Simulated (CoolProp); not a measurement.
Properties of propane along the isobar 212 kPa (Tc = 96.7 °C, pc = 4251 kPa, ω = 0.152).

Model: reference Helmholtz-energy equation of state, Lemmon 2009, in CoolProp.

```json
[
 {"T (°C)": "60.55", "phase": "gas", "density (kg/m³)": "3.452", "isothermal compressibility (1/MPa)": "4.835", "Prandtl number": "(withheld)"},
 {"T (°C)": "96.05", "phase": "gas", "density (kg/m³)": "3.099", "isothermal compressibility (1/MPa)": "4.801", "Prandtl number": "(withheld)"},
 {"T (°C)": "131.55", "phase": "gas", "density (kg/m³)": "2.814", "isothermal compressibility (1/MPa)": "4.779", "Prandtl number": "0.745"},
 {"T (°C)": "167.05", "phase": "gas", "density (kg/m³)": "2.579", "isothermal compressibility (1/MPa)": "4.763", "Prandtl number": "(withheld)"},
 {"T (°C)": "202.55", "phase": "gas", "density (kg/m³)": "2.381", "isothermal compressibility (1/MPa)": "4.752", "Prandtl number": "(withheld)"},
 {"T (°C)": "238.05", "phase": "gas", "density (kg/m³)": "2.212", "isothermal compressibility (1/MPa)": "4.744", "Prandtl number": "(withheld)"},
 {"T (°C)": "273.45", "phase": "gas", "density (kg/m³)": "2.066", "isothermal compressibility (1/MPa)": "4.738", "Prandtl number": "(withheld)"},
 {"T (°C)": "308.95", "phase": "gas", "density (kg/m³)": "1.938", "isothermal compressibility (1/MPa)": "4.733", "Prandtl number": "0.708"},
 {"T (°C)": "344.45", "phase": "gas", "density (kg/m³)": "1.825", "isothermal compressibility (1/MPa)": "4.729", "Prandtl number": "(withheld)"}
]
```

Problem. What belongs in the gaps?

Solution. 
- 60.55, Prandtl number: 0.751
- 96.05, Prandtl number: 0.748
- 167.05, Prandtl number: 0.741
- 202.55, Prandtl number: 0.735
- 238.05, Prandtl number: 0.728
- 273.45, Prandtl number: 0.718
- 344.45, Prandtl number: 0.696

Viscosity comes from a separate model (Vogel 1998). Thermal conductivity comes from a separate model (Marsh 2002).
